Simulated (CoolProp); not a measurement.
Vapour-liquid equilibrium of carbon dioxide (1) + hydrogen sulfide (2) at 233.9 K; x and y are mole fractions of (1).

Computed with CoolProp (multi-fluid Helmholtz-energy mixture model, Span 1996 and Lemmon 2006; pair parameters Kunz 2012).

### Question
Give the bubble pressure and the first vapour's composition at x = 0.05, 0.2, 0.35. Is there an azeotrope?

### Answer
x = 0.05: 0.3687 MPa, y = 0.305; x = 0.2: 0.6049 MPa, y = 0.618; x = 0.35: 0.7500 MPa, y = 0.723. No azeotrope shows between x = 0.05 and 0.95.

The pair parameters rest on a limited set of measurements; away from them the model extrapolates.
